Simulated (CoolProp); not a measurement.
The fluid at 293.15 K and 0.138 MPa (liquid) is heated at constant pressure to 397.8 K. The same conditions are run with several fluids, on thermodynamics alone (safety and materials aside).

Values from CoolProp's reference Helmholtz-energy equation of state of each fluid (methanol: de Reuck 1993; dodecamethylcyclohexasiloxane (D6): Colonna 2008; octamethyltrisiloxane (MDM): Thol 2017; R365MFC: Lemmon 2016; n-nonane: Lemmon 2006).

```
fluid                               heat (kJ/kg)  final phase  final density (kg/m³)
----------------------------------  ------------  -----------  ---------------------
methanol                                     ___          gas                   1.36
dodecamethylcyclohexasiloxane (D6)           ___       liquid                    ___
octamethyltrisiloxane (MDM)                  ___       liquid                    709
R365MFC                                      309          gas                    ___
n-nonane                                     ___       liquid                    632
```

Fill in the missing entries.


- methanol, heat (kJ/kg): 1340
- dodecamethylcyclohexasiloxane (D6), heat (kJ/kg): 174
- dodecamethylcyclohexasiloxane (D6), final density (kg/m³): 858
- octamethyltrisiloxane (MDM), heat (kJ/kg): 199
- R365MFC, final density (kg/m³): 6.34
- n-nonane, heat (kJ/kg): 251
